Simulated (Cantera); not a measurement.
# Metals in furnace atmospheres: Pb + H2O + N2

Input: 1 mol Pb, 22 mol H2O, 29 mol N2, at 2.40 mbar.

Cantera equilibrium calculation (NASA polynomials, part measured and part estimated; ideal gas, pure solids and liquids). Candidate condensed phases: H2O, Pb, PbO, PbO2, Pb3O4; 27 gas species. Kinetics and transport are ignored.

```tsv
T (K)	log p N2	log p H2O	log p Pb	log p H2	log p PbO	log p Pb2	n Pb(l)	n PbO(red)	n PbO(yellow)
700	-2.86	-2.98	-8.95	-7.42	-12.78	<-14	0.999	0.000800	0
725	-2.86	-2.98	-8.47	-7.36	-12.05	<-14	0.999	0.000928	0
750	-2.86	-2.98	-8.02	-7.30	-11.38	<-14	0.999	0.00107	0
775	-2.86	-2.98	-7.60	-7.24	-10.75	<-14	0.998	0	0.00122
800	-2.86	-2.98	-7.21	-7.18	-10.15	-14.35	0.997	0	0.00139
825	-2.86	-2.98	-6.84	-7.13	-9.60	-13.73	0.995	0	0.00156
850	-2.87	-2.99	-6.50	-7.08	-9.08	-13.15	0.991	0	0.00175
875	-2.87	-2.99	-6.17	-7.03	-8.59	-12.61	0.984	0	0.00192
900	-2.87	-2.99	-5.86	-6.99	-8.13	-12.09	0.969	0	0.00204
925	-2.87	-2.99	-5.57	-6.94	-7.69	-11.60	0.941	0	0.00200
950	-2.87	-2.99	-5.30	-6.90	-7.28	-11.14	0.890	0	0.00156
975	-2.87	-2.99	-5.04	-6.86	-6.89	-10.71	0.801	0	0.000187
1000	-2.87	-2.99	-4.79	-6.67	-6.67	-10.29	0.649	0	0
```
log p: log10 of the partial pressure in bar; n: condensed amount in mol.

From 700 K to 750 K the condensed part is Pb(l) + PbO(red). From 775 K to 975 K the condensed part is Pb(l) + PbO(yellow). At 1000 K the condensed part is Pb(l). The main Pb-bearing gas is Pb throughout.
